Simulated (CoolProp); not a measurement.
Saturation properties of o-xylene (Tc = 630.3 K, pc = 37.37 bar, ω = 0.312).

Values from CoolProp's reference Helmholtz-energy equation of state, Zhou 2012.

| T (K) | p (bar) | vapour density (kg/m³) | liquid viscosity (µPa s) | vapour viscosity (µPa s) | liquid conductivity (mW/(m K)) |
|---|---|---|---|---|---|
| 472.7 | 3.593 | 10.90 | 173 | 10.3 | 88.8 |
| 478.5 | 4.026 | 12.19 | 168 | 10.4 | 87.7 |
| 484.3 | 4.498 | 13.59 | 162 | 10.5 | 86.7 |
| 490.1 | 5.010 | 15.13 | 156 | 10.7 | 85.6 |
| 495.9 | 5.566 | 16.80 | 151 | 10.8 | 84.6 |
| 501.6 | 6.156 | 18.59 | 146 | 11.0 | 83.7 |
| 507.4 | 6.804 | 20.58 | 141 | 11.1 | 82.8 |
| 513.2 | 7.502 | 22.75 | 136 | 11.3 | 81.9 |
| 519 | 8.252 | 25.12 | 131 | 11.5 | 81.1 |
| 524.8 | 9.058 | 27.70 | 126 | 11.6 | 80.3 |
| 530.6 | 9.921 | 30.52 | 121 | 11.8 | 79.5 |
| 536.3 | 10.83 | 33.56 | 117 | 12.0 | 78.8 |
| 542.1 | 11.82 | 36.93 | 112 | 12.2 | 78.1 |

It boils at 417.5 K under 1 atm.

Viscosity comes from a separate model (Cao 2016). Thermal conductivity comes from a separate model (Mylona 2014).
